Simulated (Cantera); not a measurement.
A closed system holds: 1 mol Si, 6.4 mol F₂, 100 mol N₂, equilibrated at 798 K.

Equilibrium computed with Cantera from the NASA thermochemical tables; the gas is ideal and each condensed phase is pure. Candidate condensed phases: Si, Si₃N₄; 16 gas species. The numbers say what is thermodynamically allowed, not how fast it happens.

x: gas mole fraction; nothing condenses.

```csv
P (Pa),x N₂,x F,x F₂,x NF₃,x SiF₄,x NF₂
1,0.912,0.0783,0.000944,5.90e-9,0.00912,4.08e-11
4.20,0.914,0.0735,0.00349,1.76e-7,0.00914,3.09e-10
18,0.920,…,…,…,0.00920,…
75,0.929,0.0416,0.0200,4.35e-5,0.00929,7.56e-9
320,0.937,0.0241,0.0287,0.000321,0.00938,2.25e-8
1300,0.943,…,…,…,0.00944,…
5600,0.949,0.00589,0.0299,0.00601,0.00952,9.87e-8
24000,0.954,0.00233,0.0200,0.0141,0.00961,1.37e-7
100000,0.958,0.000813,0.0102,0.0214,0.00969,1.42e-7
```

**Question.** Complete the blanks.

**Answer.** 
- 1300, x F: 0.0128
- 1300, x F₂: 0.0328
- 1300, x NF₃: 0.00159
- 1300, x NF₂: 5.20e-8
- 18, x F: 0.0606
- 18, x F₂: 0.0102
- 18, x NF₃: 3.77e-6
- 18, x NF₂: 1.87e-9
